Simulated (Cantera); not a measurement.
Gas-phase reforming

An isothermal, constant-pressure homogeneous reactor starts with 6.39 % CH4, 93.6 % H2O, at 1873 K and 0.630 bar.

Model: GRI-Mech 3.0 (53 species, 325 reactions), integrated in Cantera.

```
t (s)        x CH4  x H2O   x CH2O   x CH2CO      x O
--------  --------  -----  -------  --------  -------
0.000900    0.0257  0.890  8.34e-5   8.43e-5  2.02e-7
0.00181     0.0157  0.867  4.62e-5   9.38e-5  1.92e-7
0.00365    0.00956  0.839  2.44e-5   7.77e-5  1.92e-7
0.00734    0.00648  0.807  1.29e-5   4.54e-5  1.79e-7
0.0148     0.00428  0.777  6.33e-6   1.80e-5  1.60e-7
0.0297     0.00195  0.756  2.30e-6   3.82e-6  1.44e-7
0.0598    0.000328  0.747  3.46e-7   1.98e-7  1.35e-7
0.120      3.73e-6  0.746  5.53e-9  3.41e-10  1.47e-7
0.242     1.50e-10  0.746  1.51e-9    <1e-12  1.49e-7
0.488     1.20e-11  0.746  1.51e-9    <1e-12  1.49e-7
0.981     1.20e-11  0.746  1.51e-9    <1e-12  1.49e-7
1.98      1.20e-11  0.746  1.51e-9    <1e-12  1.49e-7
3.97      1.20e-11  0.746  1.51e-9    <1e-12  1.49e-7
8.00      1.20e-11  0.746  1.51e-9    <1e-12  1.49e-7
```
x: mole fraction; the columns are a selection and need not sum to one.

Equilibrium at this temperature and pressure: CH4 1.45e-11, H2O 0.746, CH2O 1.51e-9, CH2CO <1e-12, O 1.49e-7 (gas phase only).
